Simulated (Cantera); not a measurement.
A Cantera script and its output.

```python
import numpy as np
import cantera as ct

gas = ct.Solution("h2o2.yaml")
gas.TPX = 1250, 220, {'H2': 0.4, 'O2': 1, 'N2': 1.1}
reactor = ct.IdealGasConstPressureReactor(gas, energy="off", clone=False)
net = ct.ReactorNet([reactor])
net.rtol, net.atol = 1e-08, 1e-18
show = ['H2', 'O2', 'H', 'HO2', 'H2O2', 'H2O', 'OH']
times = np.geomspace(0.0009, 1, 11)

steps = ct.SolutionArray(gas, extra=["t"])
rows = []
print(f"{'t/s':>10s}{'T/K':>9s}{'P/Pa':>11s}" + "".join(f"{s:>11s}" for s in show))
for t in times:
    while net.time < t:
        t_next = net.step()
        steps.append(gas.state, t=t_next)
    rows.append([np.interp(t, steps.t, y) for y in (steps.T, steps.P, *steps(*show).X.T)])
    print(f"{t:10.3e}{rows[-1][0]:9.1f}{rows[-1][1]:11.4g}" + "".join(f"{x:11.3e}" for x in rows[-1][2:]))
rate = np.gradient(steps.T, steps.t)
print("integrator steps:", len(steps.t))
if steps.T.max() > steps.T[0] + 200:
    print(f"time of steepest temperature rise: {steps.t[rate.argmax()]:.4e} s")
gas.TPX = 1250, 220, {'H2': 0.4, 'O2': 1, 'N2': 1.1}
gas.equilibrate("TP")
print(f"equilibrium (TP): T = {gas.T:.1f} K  " + "  ".join(f"{s} {gas[s].X[0]:.3e}" for s in show))
```

Output:

```
       t/s      T/K       P/Pa         H2         O2          H        HO2       H2O2        H2O         OH
 9.000e-04   1250.0        220  1.600e-01  4.000e-01  3.204e-08  2.161e-08  3.141e-11  2.340e-08  8.567e-09
 1.815e-03   1250.0        220  1.600e-01  4.000e-01  1.850e-07  4.354e-08  1.265e-10  2.263e-07  5.395e-08
 3.659e-03   1250.0        220  1.600e-01  4.000e-01  4.907e-06  8.879e-08  5.064e-10  7.129e-06  1.455e-06
 7.379e-03   1250.0        220  1.532e-01  3.964e-01  3.227e-03  2.997e-07  2.586e-09  4.747e-03  9.391e-04
 1.488e-02   1250.0        220  1.009e-02  3.137e-01  6.303e-02  5.222e-07  2.493e-08  1.144e-01  8.069e-03
 3.000e-02   1250.0        220  9.441e-03  3.133e-01  6.161e-02  5.235e-07  2.407e-08  1.161e-01  7.861e-03
 6.049e-02   1250.0        220  9.294e-03  3.142e-01  5.940e-02  5.279e-07  2.456e-08  1.178e-01  7.811e-03
 1.220e-01   1250.0        220  8.991e-03  3.160e-01  5.512e-02  5.363e-07  2.553e-08  1.211e-01  7.704e-03
 2.460e-01   1250.0        220  8.360e-03  3.193e-01  4.727e-02  5.513e-07  2.739e-08  1.273e-01  7.467e-03
 4.959e-01   1250.0        220  7.087e-03  3.250e-01  3.437e-02  5.733e-07  3.067e-08  1.379e-01  6.934e-03
 1.000e+00   1250.0        220  4.857e-03  3.330e-01  1.786e-02  5.882e-07  3.499e-08  1.524e-01  5.809e-03
integrator steps: 701
equilibrium (TP): T = 1250.0 K  H2 2.183e-07  O2 3.478e-01  H 4.847e-09  HO2 9.537e-09  H2O2 1.772e-10  H2O 1.739e-01  OH 3.983e-05
```

Model: the H2/O2 subset of GRI-Mech 3.0, which has no nitrogen chemistry, integrated in Cantera. Radical loss at walls, strong at low pressure, is not modelled. The temperature is held fixed by assumption; the heat of reaction is taken as removed at once.
